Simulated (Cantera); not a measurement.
## Reactions in the system Ca-F-O

Cantera with NASA thermochemical tables; ideal gases at 1 bar, condensed phases pure. Values are per mole of reaction as written; species without (g) are pure solids or liquids, kept so even where they would boil at 1 bar.

2 CaF2 + O2(g) ⇌ 2 CaO + 2 F2(g)

```json
[
 {"T (K)": "750", "ΔH° (kJ)": "1173.2", "ΔS° (J/K)": "122.4", "ΔG° (kJ)": "1081.4", "log10 K": "-75.31", "condensed phases": "CaF2(s), CaO(s)"},
 {"T (K)": "900", "ΔH° (kJ)": "1169.4", "ΔS° (J/K)": "117.8", "ΔG° (kJ)": "1063.4", "log10 K": "-61.71", "condensed phases": "CaF2(s), CaO(s)"},
 {"T (K)": "1050", "ΔH° (kJ)": "1164.5", "ΔS° (J/K)": "112.8", "ΔG° (kJ)": "1046.1", "log10 K": "-52.04", "condensed phases": "CaF2(s), CaO(s)"},
 {"T (K)": "1200", "ΔH° (kJ)": "1158.5", "ΔS° (J/K)": "107.5", "ΔG° (kJ)": "1029.5", "log10 K": "-44.81", "condensed phases": "CaF2(s), CaO(s)"},
 {"T (K)": "1350", "ΔH° (kJ)": "1151.2", "ΔS° (J/K)": "101.8", "ΔG° (kJ)": "1013.9", "log10 K": "-39.23", "condensed phases": "CaF2(s), CaO(s)"},
 {"T (K)": "1500", "ΔH° (kJ)": "1130.5", "ΔS° (J/K)": "87.3", "ΔG° (kJ)": "999.6", "log10 K": "-34.81", "condensed phases": "CaF2(s), CaO(s)"},
 {"T (K)": "1650", "ΔH° (kJ)": "1116.2", "ΔS° (J/K)": "78.2", "ΔG° (kJ)": "987.2", "log10 K": "-31.25", "condensed phases": "CaF2(s), CaO(s)"},
 {"T (K)": "1800", "ΔH° (kJ)": "1047.9", "ΔS° (J/K)": "37.9", "ΔG° (kJ)": "979.8", "log10 K": "-28.43", "condensed phases": "CaF2(l), CaO(s)"},
 {"T (K)": "1950", "ΔH° (kJ)": "1041.4", "ΔS° (J/K)": "34.4", "ΔG° (kJ)": "974.4", "log10 K": "-26.10", "condensed phases": "CaF2(l), CaO(s)"},
 {"T (K)": "2100", "ΔH° (kJ)": "1035.0", "ΔS° (J/K)": "31.2", "ΔG° (kJ)": "969.5", "log10 K": "-24.11", "condensed phases": "CaF2(l), CaO(s)"}
]
```
